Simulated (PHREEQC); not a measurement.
A solution holds 1.3e-05 mol/kgw CdCl2, 0.0026 mol/kgw KCl and 0.0009 mol/kgw H2SO4, at 45 °C. Closed to the air; pH follows from the charge balance.

The numbers come from PHREEQC with the ion-association model, phreeqc.dat.

The pH comes out as 2.81 and the ionic strength comes out as 0.00502 mol/kgw. The specific conductance comes out as 1540 µS/cm. The total alkalinity comes out as -1.80 meq/kg.

| species | molality | activity | log γ |
|---|---|---|---|
| Cl- | 0.00262 | 0.00242 | -0.034 |
| K+ | 0.00259 | 0.00239 | -0.035 |
| H+ | 0.00166 | 0.00154 | -0.031 |
| SO4-2 | 0.000743 | 0.000545 | -0.134 |
| HSO4- | 0.000142 | 0.000131 | -0.034 |
| KSO4- | 1.37e-5 | 1.27e-5 | -0.033 |
| Cd+2 | 9.80e-6 | 7.15e-6 | -0.137 |
| CdCl+ | 1.91e-6 | 1.76e-6 | -0.034 |
| CdSO4 | 1.26e-6 | 1.26e-6 | 0.001 |
| CdCl2 | 1.91e-8 | 1.91e-8 | 0.001 |
| Cd(SO4)2-2 | 9.23e-9 | 6.73e-9 | -0.137 |

Precipitation was switched off in this run. At this temperature some constants are extrapolated from 25 °C, and those without enthalpy data are left unchanged.
